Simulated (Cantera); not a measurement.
Input: 1 mol C6H6, 0.34 mol O2, equilibrated at 2073 K and 0.0460 bar.

Method: chemical equilibrium by Gibbs-energy minimisation in Cantera with the NASA 1993 tables (ideal gas, pure condensed phases). Candidate condensed phases: C, C6H6, C7H8, C8H18, H2O; 110 gas species. The numbers say what is thermodynamically allowed, not how fast it happens.

Q: What is the equilibrium state?

A: 
| Property | Result |
|---|---|
| x(H2) | 0.804 |
| x(CO) | 0.184 |
| x(H) | 0.0110 |
| x(C2H2 (acetylene)) | 0.000986 |
| x(CH4) | 1.05e-5 |
| x(CH3) | 2.81e-6 |
| n(C(graphite)) | 5.31 mol |
| gas amount | 3.700 mol |
